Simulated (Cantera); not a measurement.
What does this Cantera script print?

```python
import numpy as np
import cantera as ct

gas = ct.Solution("gri30.yaml")


def delay(T, t_max=10):
    gas.TPX = T, 100000, {'CH4': 1, 'O2': 2.94, 'N2': 11.1, 'H2O': 0.7}
    reactor = ct.IdealGasConstPressureReactor(gas, clone=False)
    net = ct.ReactorNet([reactor])
    net.rtol, net.atol = 1e-8, 1e-16
    while net.time < t_max:
        t_old, T_old = net.time, reactor.T
        net.step()
        if reactor.T > T + 400:  # ignition: a rise of 400 K
            return t_old + (T + 400 - T_old) / (reactor.T - T_old) * (net.time - t_old)
    return np.nan


taus = []
for T in [1175, 1275, 1375, 1475, 1575, 1675, 1775, 1875, 1975, 2075]:
    taus.append(delay(T))
    print(f"T0 = {T:6g} K   tau = {taus[-1]:.4e} s")
```

Result:

```
T0 =   1175 K   tau = 5.9308e-02 s
T0 =   1275 K   tau = 1.4985e-02 s
T0 =   1375 K   tau = 4.3267e-03 s
T0 =   1475 K   tau = 1.4354e-03 s
T0 =   1575 K   tau = 5.5498e-04 s
T0 =   1675 K   tau = 2.4848e-04 s
T0 =   1775 K   tau = 1.2540e-04 s
T0 =   1875 K   tau = 6.9438e-05 s
T0 =   1975 K   tau = 4.1388e-05 s
T0 =   2075 K   tau = 2.6222e-05 s
```

Cantera simulation using GRI-Mech 3.0 (53 species, 325 reactions); the numbers are that mechanism's predictions, not measurements.
